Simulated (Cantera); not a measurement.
Cantera run:

```python
import numpy as np
import cantera as ct

gas_names = [...]  # 91 gases of nasa_gas.yaml made of C, Cl, H
cond_names = """
    C(gr) C6H6(L) C7H8(L) C8H18(L),n-octa
""".split()


# ... load() reads the species with a 1 bar reference pressure and builds the phases ...
atoms = {
    'CCl4': {'C': 1, 'CL': 4},
    'HCl': {'H': 1, 'CL': 1},
    'H2': {'H': 2},
}
top_T = {'C(gr)': 4500}  # K; cautious upper limits of use, not melting points


# ... equilibrate(T, P, feed) seeds the gas with the atoms and calls Mixture.equilibrate('TP', solver="vcs", rtol=1e-11, max_steps=5000) ...
results = []
T = 3325  # K
P = 133.322  # Pa
for m in [0.27, 0.47, 0.8, 1.4, 2.3, 4, 6.9, 12]:
    feed = {'CCl4': 1, 'HCl': 0.013, 'H2': m}  # mol
    mix = equilibrate(T, P, feed)
    results.append((T, P, feed, dict(zip(mix.species_names, mix.species_moles))))
    x = sorted(zip(gas.X, gas.species_names), reverse=True)
    print(f"T = {T:g} K  P = {P:g} Pa  n(H2) = {m:g} mol  gas = {mix.phase_moles(0):.4g} mol")
    print("   x: " + "  ".join(f"{s} {v:.3e}" for v, s in x if v > 1e-06))
    print("   condensed (mol): " + ("  ".join(f"{mix.phase(i).name} {mix.phase_moles(i):.4g}"
          for i in range(1, mix.n_phases) if mix.phase_moles(i) > 1e-12) or "none"))
```

Output:

```
T = 3325 K  P = 133.322 Pa  n(H2) = 0.27 mol  gas = 5.261 mol
   x: CL 7.617e-01  H 1.038e-01  C 9.789e-02  C3 2.101e-02  C2 1.434e-02  HCL 1.041e-03  C2H 9.895e-05  H2 9.482e-05  CCL 3.446e-05  C4 2.618e-05  C5 2.352e-05  CH 9.650e-06  CL2 3.086e-06
   condensed (mol): none
T = 3325 K  P = 133.322 Pa  n(H2) = 0.47 mol  gas = 5.668 mol
   x: CL 7.064e-01  H 1.659e-01  C 9.389e-02  C3 1.854e-02  C2 1.320e-02  HCL 1.543e-03  H2 2.425e-04  C2H 1.456e-04  CCL 3.065e-05  C4 2.216e-05  C5 1.909e-05  CH 1.480e-05  CL2 2.655e-06
   condensed (mol): none
T = 3325 K  P = 133.322 Pa  n(H2) = 0.8 mol  gas = 6.338 mol
   x: CL 6.310e-01  H 2.511e-01  C 8.807e-02  C3 1.530e-02  C2 1.161e-02  HCL 2.086e-03  H2 5.551e-04  C2H 1.938e-04  CCL 2.568e-05  CH 2.101e-05  C4 1.716e-05  C5 1.387e-05  CL2 2.118e-06  C2H2,acetylene 1.644e-06
   condensed (mol): none
T = 3325 K  P = 133.322 Pa  n(H2) = 1.4 mol  gas = 7.553 mol
   x: CL 5.287e-01  H 3.672e-01  C 7.936e-02  C3 1.120e-02  C2 9.427e-03  HCL 2.556e-03  H2 1.188e-03  C2H 2.302e-04  CH 2.769e-05  CCL 1.939e-05  C4 1.131e-05  C5 8.237e-06  C2H2,acetylene 2.856e-06  CL2 1.487e-06
   condensed (mol): none
T = 3325 K  P = 133.322 Pa  n(H2) = 2.3 mol  gas = 9.368 mol
   x: H 4.853e-01  CL 4.256e-01  C 6.936e-02  C3 7.473e-03  C2 7.200e-03  HCL 2.719e-03  H2 2.074e-03  C2H 2.323e-04  CH 3.197e-05  CCL 1.364e-05  C4 6.598e-06  C5 4.200e-06  C2H2,acetylene 3.809e-06
   condensed (mol): none
T = 3325 K  P = 133.322 Pa  n(H2) = 4 mol  gas = 12.78 mol
   x: H 6.174e-01  CL 3.114e-01  C 5.630e-02  C2 4.744e-03  C3 3.997e-03  H2 3.357e-03  HCL 2.531e-03  C2H 1.947e-04  CH 3.302e-05  CCL 8.102e-06  C2H2,acetylene 4.062e-06  C4 2.864e-06  C5 1.480e-06
   condensed (mol): none
T = 3325 K  P = 133.322 Pa  n(H2) = 6.9 mol  gas = 18.58 mol
   x: H 7.318e-01  CL 2.139e-01  C 4.278e-02  H2 4.716e-03  C2 2.739e-03  HCL 2.061e-03  C3 1.753e-03  C2H 1.333e-04  CH 2.974e-05  CCL 4.229e-06  C2H2,acetylene 3.295e-06
   condensed (mol): none
T = 3325 K  P = 133.322 Pa  n(H2) = 12 mol  gas = 28.73 mol
   x: H 8.222e-01  CL 1.382e-01  C 3.008e-02  H2 5.953e-03  HCL 1.496e-03  C2 1.355e-03  C3 6.100e-04  C2H 7.406e-05  CH 2.350e-05  C2H2,acetylene 2.058e-06  CCL 1.921e-06
   condensed (mol): none
```

Method: chemical equilibrium by Gibbs-energy minimisation in Cantera with the NASA 1993 tables (ideal gas, pure condensed phases). The tables' values for CCl are old estimates; treat these amounts as uncertain.
